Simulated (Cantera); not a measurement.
An isothermal, constant-pressure homogeneous reactor starts with CH4 : N2 = 1 : 22 (molar parts), at 1173 K and 4.95 Torr. Integrator tolerance rtol = 1e-08.

Detailed kinetics in Cantera: GRI-Mech 3.0 (53 species, 325 reactions). GRI-Mech 3.0 stops at C3 and has no aromatics, soot or wall deposition, so with more carbon than oxygen in the feed, carbon stays in small species such as C2H2 where larger ones or solid carbon would form. Radical loss at walls, strong at low pressure, is not modelled.

Task: What does this change do: temperature 1173 to 1975 K?

Result: 
| quantity | before | after |
|---|---|---|
| x(CH4) at 1.00 s | 0.0435 (gas-phase equilibrium 0.000650) | 6.02e-5 (gas-phase equilibrium 9.56e-8) |
| x(C2H) at 1.00 s | <1e-12 (gas-phase equilibrium 5.65e-12) | 7.82e-6 (gas-phase equilibrium 3.60e-6) |
| x(C2H2) at 1.00 s | <1e-12 (gas-phase equilibrium 0.00693) | 0.0207 (gas-phase equilibrium 0.00304) |
| x(H2) at 1.00 s | 1.76e-8 (gas-phase equilibrium 0.0615) | 0.0617 (gas-phase equilibrium 0.0603) |
| x(H) at 1.00 s | 1.01e-11 (gas-phase equilibrium 3.62e-7) | 0.00136 (gas-phase equilibrium 0.00417) |
| x(C2H6) at 1.00 s | 1.37e-11 (gas-phase equilibrium 4.47e-9) | 1.35e-10 (gas-phase equilibrium <1e-12) |
